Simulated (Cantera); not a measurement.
An adiabatic, constant-volume homogeneous reactor starts with 0.970 % CH4, 0.272 % C2H6, 1.26 % C3H8, 20.5 % O2, 76.8 % N2, 0.223 % CO2, at 1200 K and 7500 Torr.

Model: GRI-Mech 3.0 (53 species, 325 reactions), integrated in Cantera. GRI-Mech 3.0 was tuned for natural gas; its chemistry of propane as a main component is partial and can be far from experiment.

One state of this run: T (K) = 2380; P (bar) = 20.1; x CH4 = <1e-12; x C2H6 = <1e-12; x C3H8 = <1e-12; x CO = 0.000704; x C2H2 = <1e-12; x C2H = <1e-12; x NO = 0.0127. x: mole fraction; the columns are a selection and need not sum to one.

Which value of t (s) does it belong to?
(A) 0.000233
(B) 0.103
(C) 0.000787
(D) 6.87e-5

B, 0.103
